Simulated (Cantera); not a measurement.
Charge: 1 mol V, 0.034 mol O₂, 7.8 mol H₂, equilibrated at 0.100 bar.

These are equilibrium values from Cantera (NASA tables, ideal gas, pure condensed phases), not measurements of a reactor. Candidate condensed phases: H₂O, V, VO, V₂O₃, V₂O₄, V₂O₅; 12 gas species. Mutual solubility and eutectic melting of coexisting phases are not modelled. VO: taken at fixed stoichiometry. Condensed phases not in the tables: N, O or C dissolved in the metal. Rates play no part. All values below are at 1223 K.

Base state: H₂ 1.000 (mole fractions); condensed: V(s) + VO(s).

Question: What changes in the equilibrium state with this change: V replaced by Nb?

Answer: 
| species | before | after |
|---|---|---|
| H₂ | 1.000 | 1.000 |
| V(s), mol | 0.932 | 0 |
| VO(s), mol | 0.0680 | 0 |
| Nb(s), mol | 0 | 0.932 |
| NbO(s), mol | 0 | 0.0680 |
NbO: taken at fixed stoichiometry. Further candidate phases: Nb, NbO, NbO₂, Nb₂O₅.
